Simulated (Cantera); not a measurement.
Mixture: CH3OH : O2 : N2 = 1 : 1.36 : 6.82 (molar parts), at 1.50 bar, adiabatic and at constant pressure. Ignition delay is the time to a rise of 400 K.

Computed with Cantera and GRI-Mech 3.0 (53 species, 325 reactions). GRI-Mech 3.0 was tuned for natural gas; its chemistry of methanol as a main component is partial and can be far from experiment.

Problem. What does this change do: pressure from 1.50 bar to 5.00 bar?

Solution. 
```
quantity                                                before       after
--------------------------------------------------  ----------  ----------
delay at 1250 K                                        3.21 ms     1.18 ms
delay at 1325 K                                        1.13 ms    0.407 ms
delay at 1400 K                                       0.458 ms    0.162 ms
delay at 1475 K                                       0.211 ms     73.6 µs
delay at 1550 K                                       0.108 ms     37.1 µs
delay at 1625 K                                        60.2 µs     20.5 µs
delay at 1700 K                                        36.0 µs     12.1 µs
apparent activation energy between 1550 and 1700 K  160 kJ/mol  160 kJ/mol
```
